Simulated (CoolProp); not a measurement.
Vapour-liquid equilibrium of cyclohexane (1) + p-xylene (2) at 236.75 °C; x and y are mole fractions of (1).

Values from CoolProp's multi-fluid Helmholtz-energy mixture model, Zhou 2014 and Zhou 2012; pair parameters Bell 2016.

### Question
Give the bubble pressure and the first vapour's composition at x = 0.05, 0.75, 0.95. Is there an azeotrope?

### Answer
x = 0.05: 8.815 bar, y = 0.119; x = 0.75: 19.35 bar, y = 0.846; x = 0.95: 22.36 bar, y = 0.969. No azeotrope shows between x = 0.05 and 0.95.

Pair parameters are fitted to limited data, so mixtures are less certain than the pure fluids.
